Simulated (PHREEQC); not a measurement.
Consider water at 25 °C with 3.3e-05 mol/kgw Ca(HCO3)2, 0.00058 mol/kgw Na2SO4 and 0.0016 mol/kgw NaCl. Closed to the air; pH follows from the charge balance.

Equilibrium calculation in PHREEQC: ion-association model, phreeqc.dat.

```json
[
 {"quantity": "pH", "before": "7.98", "after": "7.59"},
 {"quantity": "ionic strength (mol/kgw)", "before": "0.00342", "after": "0.00624"},
 {"quantity": "HCO3- (mol/kgw)", "before": "6.41e-5", "after": "6.15e-5"},
 {"quantity": "CO2 (mol/kgw)", "before": "1.40e-6", "after": "3.30e-6"},
 {"quantity": "CO3-2 (mol/kgw)", "before": "3.49e-7", "after": "1.42e-7"},
 {"quantity": "NaHCO3 (mol/kgw)", "before": "8.75e-8", "after": "8.05e-8"},
 {"quantity": "SI of Halite (NaCl)", "before": "-6.98", "after": "-7.02"}
]
```

Question: What was changed between the two runs?
A) Ca(HCO3)2 replaced by NH4HCO3 at the same molality
B) Ca(HCO3)2 from 3.3e-05 to 4.95e-05 mol/kgw
C) Na2SO4 replaced by Na2B4O7 at the same molality
D) 0.00088 mol/kgw CdSO4 added
E) temperature from 25 to 55 °C

Answer: D, 0.00088 mol/kgw CdSO4 added

This is a speciation only: nothing precipitates in the calculation. Some of these states are supersaturated (in Otavite, for instance).
